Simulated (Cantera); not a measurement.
A Cantera script and what it prints.

```python
import numpy as np
import cantera as ct

gas_names = """
    O2 CO
""".split()
cond_names = """
    Ti(a) TiC(s) TiO(a) TiO2(ru) Ti2O3(b) Ti3O5(b) Ti4O7(s)
""".split()


# ... load() reads the species with a 1 bar reference pressure and builds the phases ...
species = {s.name: s for s in load("nasa_gas.yaml", gas_names) + load("nasa_condensed.yaml", cond_names)}
T = 1075
g = {n: (s.thermo.h(T) - T * s.thermo.s(T)) / (ct.gas_constant * T * np.log(10)) for n, s in species.items()}
valid = cond_names  # the entries whose range holds T


def stable(la, lb):
    # potentials (over RT ln 10) of the two non-metals from log10 p(O2) and log10 p(CO) in bar
    mu = {}
    mu["O"] = (g["O2"] + la) / 2
    mu["C"] = (g["CO"] + lb - 1 * mu["O"]) / 1
    cost = {}
    for n in valid:
        c = species[n].composition
        cost[n] = (g[n] - sum(c.get(e, 0) * m for e, m in mu.items())) / c["Ti"]
    return min(cost, key=cost.get)


results = []
for lb in [0, -2.2, -4.4, -6.6, -8.8, -11, -13.2, -15.4, -17.6, -19.8, -22]:
    row = [stable(la, lb) for la in [-33, -31.5, -30, -28.5, -27, -25.5, -24, -22.5, -21, -19.5, -18, -16.5, -15, -13.5, -12, -10.5, -9, -7.5, -6, -4.5, -3, -1.5, 0]]
    results.append(row)
    print(f"{lb:6.1f}  " + " ".join(f"{valid.index(n):x}" for n in row))
print("key: " + ", ".join(f"{i:x} {n}" for i, n in enumerate(valid)))
```

Output:

```
   0.0  1 1 1 1 1 1 3 3 3 3 3 3 3 3 3 3 3 3 3 3 3 3 3
  -2.2  1 1 1 1 1 3 3 3 3 3 3 3 3 3 3 3 3 3 3 3 3 3 3
  -4.4  1 1 1 4 6 3 3 3 3 3 3 3 3 3 3 3 3 3 3 3 3 3 3
  -6.6  1 1 4 4 6 3 3 3 3 3 3 3 3 3 3 3 3 3 3 3 3 3 3
  -8.8  1 4 4 4 6 3 3 3 3 3 3 3 3 3 3 3 3 3 3 3 3 3 3
 -11.0  4 4 4 4 6 3 3 3 3 3 3 3 3 3 3 3 3 3 3 3 3 3 3
 -13.2  4 4 4 4 6 3 3 3 3 3 3 3 3 3 3 3 3 3 3 3 3 3 3
 -15.4  4 4 4 4 6 3 3 3 3 3 3 3 3 3 3 3 3 3 3 3 3 3 3
 -17.6  4 4 4 4 6 3 3 3 3 3 3 3 3 3 3 3 3 3 3 3 3 3 3
 -19.8  4 4 4 4 6 3 3 3 3 3 3 3 3 3 3 3 3 3 3 3 3 3 3
 -22.0  4 4 4 4 6 3 3 3 3 3 3 3 3 3 3 3 3 3 3 3 3 3 3
key: 0 Ti(a), 1 TiC(s), 2 TiO(a), 3 TiO2(ru), 4 Ti2O3(b), 5 Ti3O5(b), 6 Ti4O7(s)
```

Standard-state values (1 bar) from the NASA 1993 polynomials, evaluated with Cantera. TiC, TiO: taken at fixed stoichiometry. Not in the tables: Magnéli phases beyond Ti4O7, TiC-TiO solid solutions. Part of the grid cannot be reached: there another gas would pass 10 bar, or a non-metal would condense.
